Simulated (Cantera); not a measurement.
Si + HCl + N2 (silicon etching in halogen gases)

Input: 1 mol Si, 1.6 mol HCl, 6.2 mol N2, held at 0.0710 bar.

Method: chemical equilibrium by Gibbs-energy minimisation in Cantera with the NASA 1993 tables (ideal gas, pure condensed phases). Candidate condensed phases: NH4Cl, Si, Si3N4; 28 gas species. N2 is the only nitrogen source here; it is nearly inert below about 1500 K, so the nitride shown seldom forms there in practice. The tables' values for SiCl3, SiCl are old estimates; treat these amounts as uncertain. Equilibrium is a limit: real reactors are often held back by kinetics, nucleation or transport.

From 1027 °C to 1427 °C the condensed part is Si3N4(s). The main Si-bearing gas is SiCl4 at 1027 °C and SiCl2 at 1427 °C. The share of Si in condensed phases is highest at 1027 °C (85.6 %) and lowest at 1427 °C (58.0 %).

```csv
T (°C),x N2,x HCl,x H2,x SiCl2,x SiCl4,x SiCl3,n Si3N4(s)
1027,0.793,0.147,0.0391,0.000630,0.0181,0.00139,0.285
1077,0.793,0.148,0.0387,0.00157,0.0167,0.00230,0.284
1127,0.792,0.147,0.0388,0.00358,0.0148,0.00354,0.281
1177,0.791,0.145,0.0396,0.00738,0.0122,0.00497,0.274
1227,0.790,0.140,0.0413,0.0136,0.00902,0.00622,0.264
1277,0.788,0.132,0.0443,0.0222,0.00579,0.00680,0.249
1327,0.787,0.122,0.0486,0.0323,0.00321,0.00649,0.231
1377,0.787,0.110,0.0540,0.0423,0.00159,0.00554,0.212
1427,0.786,0.0967,0.0598,0.0516,0.000732,0.00438,0.193
```
x: gas mole fraction; n: condensed amount in mol.
